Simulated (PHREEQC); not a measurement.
Dissolve 13 mmol/kgw NaH2PO4 and 6.6 mmol/kgw HF at 89 °C. Closed to the air; pH follows from the charge balance.

The numbers come from PHREEQC with the ion-association model, phreeqc.dat.

Task: The ionic strength comes out as 0.0136 mol/kgw. What activity coefficients do HF2-, H2PO4-, F-, HPO4-2, Na+ get?

Result: HF2- 0.87, H2PO4- 0.88, F- 0.87, HPO4-2 0.59, Na+ 0.88.

Precipitation was switched off in this run. Away from 25 °C the constants follow the database's enthalpies or fits; those with neither stay at their 25 °C values.
